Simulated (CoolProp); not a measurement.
Values from CoolProp's reference Helmholtz-energy equation of state, Akasaka 2022.

### Question
For R1233zd(E), give the phase and the density (kg/m³), cp (kJ/(kg K)), isothermal compressibility (1/MPa), fugacity coefficient at 450 K and 448 kPa; 450 K and 672 kPa; 450 K and 1570 kPa.

### Answer
- 450 K and 448 kPa: gas; density 16.3, cp 0.999, isothermal compressibility 2.33, fugacity coefficient 0.960
- 450 K and 672 kPa: gas; density 25.0, cp 1.01, isothermal compressibility 1.59, fugacity coefficient 0.940
- 450 K and 1570 kPa: gas; density 65.0, cp 1.08, isothermal compressibility 0.770, fugacity coefficient 0.861
